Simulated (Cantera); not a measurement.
**Ammonia decomposition in nitride growth gas**

An isothermal, constant-pressure homogeneous reactor starts with NH3 : N2 = 1 : 1.3 (molar parts), at 1450 K and 6000 Pa.

Detailed kinetics in Cantera: the gas-phase N/H chemistry of the illustrative SiF4/NH3 mechanism in the Surface Chemkin manual (1991). Walls and surfaces, which speed up NH3 decomposition in real reactors, are not modelled.

```csv
t (s),x NH3,x N2,x H,x NH2,x H2,x N2H2,x N2H4
3.00e-6,0.435,0.565,1.63e-10,2.39e-10,3.81e-11,<1e-12,<1e-12
1.11e-5,0.435,0.565,3.70e-10,1.12e-9,3.75e-10,<1e-12,<1e-12
4.12e-5,0.435,0.565,4.61e-10,5.05e-9,2.30e-9,<1e-12,<1e-12
0.000152,0.435,0.565,4.62e-10,2.00e-8,9.75e-9,<1e-12,<1e-12
0.000565,0.435,0.565,4.62e-10,7.52e-8,3.74e-8,<1e-12,<1e-12
0.00209,0.435,0.565,4.62e-10,2.80e-7,1.40e-7,8.49e-12,<1e-12
0.00775,0.435,0.565,4.66e-10,1.04e-6,5.20e-7,1.98e-10,1.45e-11
0.0287,0.435,0.565,5.25e-10,3.84e-6,2.03e-6,3.27e-9,2.10e-10
0.106,0.435,0.565,1.48e-9,1.41e-5,1.30e-5,4.76e-8,2.85e-9
0.394,0.435,0.565,1.53e-8,3.58e-5,0.000237,3.14e-7,1.84e-8
1.46,0.433,0.565,7.44e-8,3.76e-5,0.00165,3.51e-7,2.03e-8
5.40,0.428,0.565,2.82e-7,3.64e-5,0.00684,3.41e-7,1.91e-8
20.0,0.411,0.564,9.73e-7,3.38e-5,0.0249,3.06e-7,1.64e-8
```
x: mole fraction; the columns are a selection and need not sum to one.

Equilibrium at this temperature and pressure: NH3 9.68e-7, N2 0.545, H 2.62e-5, NH2 1.18e-10, H2 0.455, N2H2 <1e-12, N2H4 <1e-12 (gas phase only).
